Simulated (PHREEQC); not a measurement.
PHREEQC input (ion-association model, phreeqc.dat):

```
SOLUTION 1
  temp 25
  units mol/kgw
  pH 7 charge
  Cl 0.038
  Mg 0.019
END
SELECTED_OUTPUT 1
  -reset false
  -pH true
  -pe true
  -ionic_strength true
  -water true
  -totals Cl Mg Hdg
  -molalities H+ Mg+2 Cl- OH- MgOH+
USER_PUNCH 1
  -headings p_Hdg(g) phi_Hdg(g) p_H2O(g) phi_H2O(g) density
  10 PUNCH PR_P("Hdg(g)"), PR_PHI("Hdg(g)"), PR_P("H2O(g)"), PR_PHI("H2O(g)"), RHO
PRINT
  -reset false
USE solution 1
REACTION_TEMPERATURE 1
  10
GAS_PHASE 1
  -fixed_pressure
  -pressure 1
  -temperature 10
  -volume 20
  Hdg(g) 1
  H2O(g) 0
END
# ... the last block is repeated for the other 7 points of T (°C)
```

Selected output (columns that matter, 8 of 8 rows; T (°C) added in front):

```
T (°C)	pH	mu	Cl	Mg	Hdg	m_H+	m_Mg+2	m_Cl-	m_OH-	p_Hdg(g)	phi_Hdg(g)	p_H2O(g)	phi_H2O(g)	density
10	6.9761	0.057011	0.038007	0.019004	0.00085921	1.2412e-07	0.019004	0.038007	3.4485e-08	0.98766	1.0003	0.012335	0.99512	1.0012
20	6.7748	0.05702	0.038014	0.019007	0.0007872	1.9773e-07	0.019007	0.038014	5.0649e-08	0.97667	1.0003	0.023335	0.99527	0.9997
30	6.588	0.057036	0.038024	0.019012	0.0007308	3.0479e-07	0.019012	0.038024	7.0896e-08	0.95784	1.0003	0.042155	0.99526	0.99714
40	6.4139	0.057063	0.038042	0.019021	0.00068205	4.5634e-07	0.019021	0.038042	9.5076e-08	0.92695	1.0003	0.073052	0.99504	0.9937
50	6.2511	0.057107	0.038072	0.019036	0.00063333	6.6585e-07	0.019035	0.038072	1.2271e-07	0.87808	1.0004	0.12192	0.99461	0.98953
60	6.0984	0.057184	0.038123	0.019061	0.00057619	9.4951e-07	0.019061	0.038123	1.53e-07	0.80338	1.0006	0.19662	0.99394	0.9847
70	5.9547	0.057324	0.038217	0.019108	0.00050029	1.3266e-06	0.019107	0.038217	1.8488e-07	0.69265	1.001	0.30735	0.99307	0.97928
80	5.819	0.057626	0.038418	0.019209	0.00039226	1.8208e-06	0.019207	0.038418	2.1704e-07	0.53315	1.0019	0.46685	0.99213	0.97333
```

Species that the database lacks are ignored. Away from 25 °C the constants follow the database's enthalpies or fits; those with neither stay at their 25 °C values.
